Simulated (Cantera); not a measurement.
Cantera with NASA thermochemical tables; ideal gases at 1 bar, condensed phases pure. Values are per mole of reaction as written; species without (g) are pure solids or liquids, kept so even where they would boil at 1 bar.

4 Cr2N + O2(g) → 8 Cr + 2 N2O(g)

| T (K) | ΔH° (kJ) | ΔS° (J/K) | ΔG° (kJ) | log10 K |
|---|---|---|---|---|
| 300 | 665.3 | 163.9 | 616.1 | -107.27 |
| 700 | 652.1 | 135.9 | 556.9 | -41.55 |
| 750 | 650.5 | 133.7 | 550.2 | -38.32 |
| 800 | 648.8 | 131.7 | 543.5 | -35.49 |
| 850 | ___ | ___ | ___ | ___ |
| 900 | ___ | ___ | ___ | ___ |
| 950 | 643.9 | 126.0 | 524.2 | -28.82 |
| 1000 | ___ | ___ | ___ | ___ |
| 1050 | 640.8 | 122.8 | 511.8 | -25.46 |
| 1100 | 639.3 | 121.5 | 505.7 | -24.01 |
| 1150 | 637.9 | 120.3 | 499.6 | -22.69 |
| 1200 | 636.7 | 119.2 | 493.6 | -21.49 |

Task: Fill in the missing entries.

Result: 
- 850, ΔH° (kJ): 647.2
- 850, ΔS° (J/K): 129.7
- 850, ΔG° (kJ): 537.0
- 850, log10 K: -33.00
- 900, ΔH° (kJ): 645.6
- 900, ΔS° (J/K): 127.8
- 900, ΔG° (kJ): 530.5
- 900, log10 K: -30.79
- 1000, ΔH° (kJ): 642.3
- 1000, ΔS° (J/K): 124.4
- 1000, ΔG° (kJ): 517.9
- 1000, log10 K: -27.05
